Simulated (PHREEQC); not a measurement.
Make-up at 85 °C: 0.0017 mol HCl, 0.23 mol NiSO4 and 3.8e-05 mol MgSO4 per kg of water. Closed to the air; pH follows from the charge balance.

Computed with PHREEQC (ion-association model, wateq4f.dat).

Each row changes one thing in this solution. This is a speciation only: nothing precipitates in the calculation.

```csv
case,pH,ionic strength (mol/kgw),NiSO4 (mol/kgw),Ni+2 (mol/kgw),SO4-2 (mol/kgw),Cl- (mol/kgw),SI of Morenosite (NiSO4:7H2O)
as made,3.94,0.408,0.127,0.102,0.101,0.00161,-1.35
0.16 mol/kgw H3PO4 added,(withheld),0.467,(withheld),(withheld),0.0661,0.00159,-1.46
NiSO4 from 0.23 to 0.115 mol/kgw,3.78,0.230,0.0570,(withheld),0.0563,0.00164,-1.71
diluted 2-fold with water,4.08,0.230,0.0573,0.0576,0.0568,0.000821,-1.71
MgSO4 left out,3.94,0.408,0.127,0.102,0.101,0.00161,-1.35
```

Question: Complete the blanks.

Answer: 
- 0.16 mol/kgw H3PO4 added, pH: 2.12
- 0.16 mol/kgw H3PO4 added, NiSO4 (mol/kgw): 0.0997
- 0.16 mol/kgw H3PO4 added, Ni+2 (mol/kgw): 0.130
- NiSO4 from 0.23 to 0.115 mol/kgw, Ni+2 (mol/kgw): 0.0579

Complexes and solids missing from the database can't appear. H3PO4, which wateq4f.dat lacks, is added to it with the constant of phreeqc.dat. At this temperature some constants are extrapolated from 25 °C, and those without enthalpy data are left unchanged. The database has no phosphate complexes of Ni.
